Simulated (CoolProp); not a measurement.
100 sccm (0 °C, 1 atm) of nitrogen bubbles through liquid methanol at 298.6 K and leaves saturated at a total pressure of 0.15 MPa (ideal gas phase). Each further row changes one setting.

Model: reference Helmholtz-energy equation of state, de Reuck 1993, in CoolProp.

| case | vapour pressure (kPa) | mole fraction of vapour | delivery (mg/min) | delivery (sccm) | change of delivery for a bath 1 K warmer (%) |
|---|---|---|---|---|---|
| as stated | 17.4 | 0.116 | 18.7 | 13.1 | 6.0 |
| bath temperature 303.6 K | 22.4 | 0.149 | 25.1 | 17.6 | 6.0 |
| total pressure 0.3 MPa | 17.4 | 0.0579 | 8.79 | 6.15 | 5.6 |
